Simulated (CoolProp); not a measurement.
The numbers come from the reference Helmholtz-energy equation of state, Wagner 2002 in CoolProp.

Question: Give the vapour pressure (MPa), liquid density (kg/m³), enthalpy of vaporisation (kJ/kg) of saturated water at 135.15, 193.15, 280.25 °C.

Answer: 
```json
[
 {"T (°C)": "135.15", "p (MPa)": "0.315", "liquid density (kg/m³)": "930", "enthalpy of vaporisation (kJ/kg)": "2160"},
 {"T (°C)": "193.15", "p (MPa)": "1.34", "liquid density (kg/m³)": "873", "enthalpy of vaporisation (kJ/kg)": "1970"},
 {"T (°C)": "280.25", "p (MPa)": "6.44", "liquid density (kg/m³)": "750", "enthalpy of vaporisation (kJ/kg)": "1540"}
]
```
